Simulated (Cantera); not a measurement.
## Equilibrium for carbothermic reduction: PbO + C + H2

Charge: 1 mol PbO, 2.3 mol C, a varied amount of H2, equilibrated at 1025 K and 1000 Pa.

Cantera equilibrium calculation (NASA polynomials, part measured and part estimated; ideal gas, pure solids and liquids). Candidate condensed phases: C, C6H6, C7H8, C8H18, H2O, Pb, PbO, PbO2, Pb3O4; 113 gas species. Kinetics and transport are ignored.

```json
[
 {"n(H2) (mol)": "0.79", "log p H2": "-2.36", "log p CO": "-2.26", "log p Pb": "-4.56", "log p CO2": "-4.97", "log p H2O": "-5.19", "n C(graphite)": "1.30", "n Pb(l)": "0.995"},
 {"n(H2) (mol)": "1.8", "log p H2": "-2.19", "log p CO": "-2.45", "log p Pb": "-4.56", "log p CO2": "-5.36", "log p H2O": "-5.22", "n C(graphite)": "1.30", "n Pb(l)": "0.992"},
 {"n(H2) (mol)": "2.8", "log p H2": "-2.13", "log p CO": "-2.58", "log p Pb": "-4.56", "log p CO2": "-5.63", "log p H2O": "-5.29", "n C(graphite)": "1.30", "n Pb(l)": "0.989"},
 {"n(H2) (mol)": "3.8", "log p H2": "-2.10", "log p CO": "-2.68", "log p Pb": "-4.56", "log p CO2": "-5.83", "log p H2O": "-5.36", "n C(graphite)": "1.30", "n Pb(l)": "0.987"},
 {"n(H2) (mol)": "4.8", "log p H2": "-2.08", "log p CO": "-2.77", "log p Pb": "-4.56", "log p CO2": "-5.99", "log p H2O": "-5.43", "n C(graphite)": "1.30", "n Pb(l)": "0.984"},
 {"n(H2) (mol)": "5.8", "log p H2": "-2.07", "log p CO": "-2.83", "log p Pb": "-4.56", "log p CO2": "-6.13", "log p H2O": "-5.48", "n C(graphite)": "1.30", "n Pb(l)": "0.981"},
 {"n(H2) (mol)": "6.9", "log p H2": "-2.06", "log p CO": "-2.90", "log p Pb": "-4.56", "log p CO2": "-6.26", "log p H2O": "-5.54", "n C(graphite)": "1.30", "n Pb(l)": "0.978"},
 {"n(H2) (mol)": "7.9", "log p H2": "-2.05", "log p CO": "-2.95", "log p Pb": "-4.56", "log p CO2": "-6.37", "log p H2O": "-5.58", "n C(graphite)": "1.30", "n Pb(l)": "0.975"},
 {"n(H2) (mol)": "8.9", "log p H2": "-2.05", "log p CO": "-3.00", "log p Pb": "-4.56", "log p CO2": "-6.46", "log p H2O": "-5.62", "n C(graphite)": "1.30", "n Pb(l)": "0.972"}
]
```
log p: log10 of the partial pressure in bar; n: condensed amount in mol.

From 0.79 mol H2 to 8.9 mol H2 the condensed part is C(graphite) + Pb(l). The main Pb-bearing gas is Pb throughout. The share of Pb in condensed phases is highest at 0.79 mol H2 (99.5 %) and lowest at 8.9 mol H2 (97.2 %).
